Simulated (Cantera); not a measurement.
A closed system holds: 1 mol Ti(OiPr)4, 0.24 mol CH4, 4 mol H2, held at 727 °C and 8400 Pa.

These are equilibrium values from Cantera (NASA tables, ideal gas, pure condensed phases), not measurements of a reactor. Candidate condensed phases: C, C6H6, C7H8, C8H18, H2O, Ti, TiC, TiO, TiO2, Ti2O3, Ti3O5, Ti4O7; 113 gas species. The feed counts by its element totals alone. Kinetics and transport are ignored.

Base state: H2 0.895, CO 0.0949, CH4 0.00643, H2O 0.00282, CO2 0.000429 (mole fractions); condensed: C(graphite) + TiO2(rutile).

What changes in the equilibrium state with this change: temperature from 727 °C to 1775 °C?


```csv
species,before,after
H2,0.895,0.815
CO,0.0949,0.177
H,7.41e-9,0.00697
C2H2 (acetylene),1.02e-9,0.000854
CO2,0.000429,5.40e-8
H2O,0.00282,1.18e-6
"C(graphite), mol",10.2,7.20
"TiO2(rutile), mol",1.00,0
"TiC(s), mol",0,1.000
```
TiC: taken at fixed stoichiometry.

What changes in the equilibrium state with this change: temperature from 727 °C to 1327 °C?


| species | before | after |
|---|---|---|
| H2 | 0.895 | 0.822 |
| CO | 0.0949 | 0.178 |
| H | 7.41e-9 | 0.000170 |
| CH4 | 0.00643 | 9.26e-5 |
| C2H2 (acetylene) | 1.02e-9 | 2.26e-5 |
| CO2 | 0.000429 | 7.73e-7 |
| H2O | 0.00282 | 1.07e-5 |
| C(graphite), mol | 10.2 | 7.24 |
| TiO2(rutile), mol | 1.00 | 0 |
| TiC(s), mol | 0 | 1.00 |
TiC: taken at fixed stoichiometry.
